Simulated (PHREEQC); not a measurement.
0.035 g of hydrous ferric oxide (600 m²/g; 0.2 weak and 0.005 strong sites per Fe, Dzombak-Morel constants, diffuse double layer) in 1 kg of water with 0.1 mol/kgw of an inert sodium salt and 0.073 mmol/kgw PbCl2, at 25 °C; the pH is set by adding NaOH or the inert anion's acid. Oxygen alone is held at its pressure in air (log pO2 = -0.68). No CO2 enters from the air. Precipitation was switched off in this run.

Computed with PHREEQC (ion-association model, wateq4f.dat).

Q: Predict Pb sorbed (%) at pH = 4.88, 7.88, 8.25.

A: 
| pH | Pb sorbed (%) |
|---|---|
| 4.88 | 3.7 |
| 7.88 | 72.7 |
| 8.25 | 72.3 |

The oxide is taken as insoluble; below pH 4 it would dissolve.
